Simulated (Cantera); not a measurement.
## Equilibrium for silicon oxide and oxynitride deposition: Si2H6 + CO2 + O3

Input: 1 mol Si2H6, 8.5 mol CO2, 5 mol O3, at 0.260 bar.

Equilibrium computed with Cantera from the NASA thermochemical tables; the gas is ideal and each condensed phase is pure. Candidate condensed phases: C, C6H6, C7H8, C8H18, H2O, Si, SiC, SiO2; 123 gas species. The feed counts by its element totals alone. The tables hold silica as quartz up to 1696 K and as liquid above; real silica turns to tridymite and cristobalite and melts near 1996 K. Gases not in the tables: Si(OH)4. Kinetics and transport are ignored.

From 1050 °C to 1400 °C the condensed part is SiO2(β-quartz). From 1450 °C to 1700 °C the condensed part is SiO2(condensed).

```json
[
 {"T (°C)": "1050", "x CO2": "0.548", "x O2": "0.258", "x H2O": "0.194", "x OH": "2.80e-5", "x CO": "5.09e-7", "n SiO2(β-quartz)": "2.00", "n SiO2(condensed)": "0"},
 {"T (°C)": "1100", "x CO2": "0.548", "x O2": "0.258", "x H2O": "0.194", "x OH": "4.80e-5", "x CO": "1.29e-6", "n SiO2(β-quartz)": "2.00", "n SiO2(condensed)": "0"},
 {"T (°C)": "1150", "x CO2": "0.548", "x O2": "0.258", "x H2O": "0.194", "x OH": "7.92e-5", "x CO": "3.07e-6", "n SiO2(β-quartz)": "2.00", "n SiO2(condensed)": "0"},
 {"T (°C)": "1200", "x CO2": "0.548", "x O2": "0.258", "x H2O": "0.193", "x OH": "0.000126", "x CO": "6.86e-6", "n SiO2(β-quartz)": "2.00", "n SiO2(condensed)": "0"},
 {"T (°C)": "1250", "x CO2": "0.548", "x O2": "0.258", "x H2O": "0.193", "x OH": "0.000195", "x CO": "1.46e-5", "n SiO2(β-quartz)": "2.00", "n SiO2(condensed)": "0"},
 {"T (°C)": "1300", "x CO2": "0.548", "x O2": "0.258", "x H2O": "0.193", "x OH": "0.000294", "x CO": "2.94e-5", "n SiO2(β-quartz)": "2.00", "n SiO2(condensed)": "0"},
 {"T (°C)": "1350", "x CO2": "0.548", "x O2": "0.258", "x H2O": "0.193", "x OH": "0.000431", "x CO": "5.69e-5", "n SiO2(β-quartz)": "2.00", "n SiO2(condensed)": "0"},
 {"T (°C)": "1400", "x CO2": "0.548", "x O2": "0.258", "x H2O": "0.193", "x OH": "0.000619", "x CO": "0.000106", "n SiO2(β-quartz)": "2.00", "n SiO2(condensed)": "0"},
 {"T (°C)": "1450", "x CO2": "0.548", "x O2": "0.258", "x H2O": "0.193", "x OH": "0.000869", "x CO": "0.000189", "n SiO2(β-quartz)": "0", "n SiO2(condensed)": "2.00"},
 {"T (°C)": "1500", "x CO2": "0.548", "x O2": "0.258", "x H2O": "0.193", "x OH": "0.00120", "x CO": "0.000328", "n SiO2(β-quartz)": "0", "n SiO2(condensed)": "2.00"},
 {"T (°C)": "1550", "x CO2": "0.547", "x O2": "0.258", "x H2O": "0.193", "x OH": "0.00162", "x CO": "0.000550", "n SiO2(β-quartz)": "0", "n SiO2(condensed)": "2.00"},
 {"T (°C)": "1600", "x CO2": "0.547", "x O2": "0.258", "x H2O": "0.192", "x OH": "0.00215", "x CO": "0.000899", "n SiO2(β-quartz)": "0", "n SiO2(condensed)": "2.00"},
 {"T (°C)": "1650", "x CO2": "0.546", "x O2": "0.258", "x H2O": "0.192", "x OH": "0.00282", "x CO": "0.00143", "n SiO2(β-quartz)": "0", "n SiO2(condensed)": "2.00"},
 {"T (°C)": "1700", "x CO2": "0.545", "x O2": "0.257", "x H2O": "0.191", "x OH": "0.00365", "x CO": "0.00222", "n SiO2(β-quartz)": "0", "n SiO2(condensed)": "2.00"}
]
```
x: gas mole fraction; n: condensed amount in mol.
